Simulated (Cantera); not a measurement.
A closed system holds: 1 mol Si, 5.6 mol F2, at 548 K and 4.30e-5 bar.

Cantera equilibrium calculation (NASA polynomials, part measured and part estimated; ideal gas, pure solids and liquids). Candidate condensed phases: Si; 9 gas species. Equilibrium is a limit: real reactors are often held back by kinetics, nucleation or transport.

Question: What is the equilibrium state?

Answer: 
```json
{
  "x(F2)": "0.779",
  "x(SiF4)": "0.217",
  "x(F)": "0.00406",
  "gas_amount": "4.609 mol",
  "log10 activity of Si(s) (absent)": "-142.57"
}
```
